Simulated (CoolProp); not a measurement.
A single-stage vapour-compression cycle with the fluid: evaporating at 329.15 K (dew point), condensing at 366.15 K (bubble point), superheat 2 K, subcooling 5 K, compressor efficiency 0.6, no pressure losses. The same conditions are run with several fluids, on thermodynamics alone (safety and materials aside).

The numbers come from the reference Helmholtz-energy equation of state of each fluid (neopentane: Lemmon 2006; R245ca: Zhou 2016; vinyl chloride: Thol 2022; R236EA: Rui 2013; R365MFC: Lemmon 2016; carbonyl sulfide: Lemmon 2006) in CoolProp.

```
fluid             cooling COP  pressure ratio  discharge temperature (K)  refrigerating effect (kJ/kg)  volumetric capacity (kJ/m³)
----------------  -----------  --------------  -------------------------  ----------------------------  ---------------------------
neopentane               4.29            2.33                      366.2                           195                         2410
R245ca                   4.54            2.72                      369.5                           141                         2170
vinyl chloride           4.57            2.23                      395.8                           240                         5690
R236EA                   4.21            2.50                      367.6                          95.6                         3310
R365MFC                  4.54            2.85                      366.2                           135                         1340
carbonyl sulfide         3.74            1.99                      402.2                           151                        11500
```

The compression ends wet for: neopentane; R365MFC.
